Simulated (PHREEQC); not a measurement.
NH3 is added in steps, without added water, to 1 kg of water holding 1 mmol/kgw KH2PO4 and 0.036 mmol/kgw KOH, at 80 °C. Oxygen alone is held at its pressure in air (log pO2 = -0.68). The system is closed to CO2. Precipitation was switched off in this run.

Base run: PHREEQC, ion-association model, wateq4f.dat. Each further column changes one thing. The table gives H2PO4- (mol/kgw).

```csv
NH3 added (mol),base,Debye-Hückel limiting law,Davies equation for every ion,database phreeqc.dat,all activity coefficients set to 1
0,0.000961,0.000961,0.000961,0.000961,0.000961
0.0007344,0.000376,0.000375,0.000376,0.000376,?
0.001616,0.000135,0.000134,0.000135,0.000135,?
0.00235,8.22e-5,8.11e-5,8.20e-5,8.22e-5,?
0.003084,5.89e-5,5.80e-5,5.87e-5,5.89e-5,?
0.003966,4.40e-5,4.33e-5,4.39e-5,4.41e-5,?
0.0047,3.65e-5,3.59e-5,3.64e-5,3.66e-5,?
```

Question: Some entries are withheld; supply them.

Answer: 
- 0.0007344, all activity coefficients set to 1: 0.000390
- 0.001616, all activity coefficients set to 1: 0.000153
- 0.00235, all activity coefficients set to 1: 9.57e-5
- 0.003084, all activity coefficients set to 1: 6.94e-5
- 0.003966, all activity coefficients set to 1: 5.23e-5
- 0.0047, all activity coefficients set to 1: 4.36e-5

H3PO4, which wateq4f.dat lacks, is added to it with the constant of phreeqc.dat. Away from 25 °C the constants follow the database's enthalpies or fits; those with neither stay at their 25 °C values. phreeqc.dat and wateq4f.dat share most of their constants, so their agreement is no independent check.
